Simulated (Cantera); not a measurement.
Input (Python, Cantera):

```python
import numpy as np
import cantera as ct

gas = ct.Solution("gri30.yaml")


def delay(T, t_max=10):
    gas.TPX = T, 2600000, {'H2': 1, 'O2': 0.385, 'N2': 2.38}
    reactor = ct.IdealGasConstPressureReactor(gas, clone=False)
    net = ct.ReactorNet([reactor])
    net.rtol, net.atol = 1e-8, 1e-16
    while net.time < t_max:
        t_old, T_old = net.time, reactor.T
        net.step()
        if reactor.T > T + 400:  # ignition: a rise of 400 K
            return t_old + (T + 400 - T_old) / (reactor.T - T_old) * (net.time - t_old)
    return np.nan


taus = []
for T in [1150, 1250, 1350, 1450, 1550, 1650]:
    taus.append(delay(T))
    print(f"T0 = {T:6g} K   tau = {taus[-1]:.4e} s")
```

It prints:

```
T0 =   1150 K   tau = 3.1548e-04 s
T0 =   1250 K   tau = 5.3272e-05 s
T0 =   1350 K   tau = 7.6739e-06 s
T0 =   1450 K   tau = 1.5890e-06 s
T0 =   1550 K   tau = 7.9843e-07 s
T0 =   1650 K   tau = 5.2680e-07 s
```

Computed with Cantera and GRI-Mech 3.0 (53 species, 325 reactions). The hydrogen kinetics of GRI-Mech 3.0 are dated; newer H2 mechanisms differ, most at raised pressure. The pressure lies above the range GRI-Mech 3.0 was tuned for (to about 10 atm).
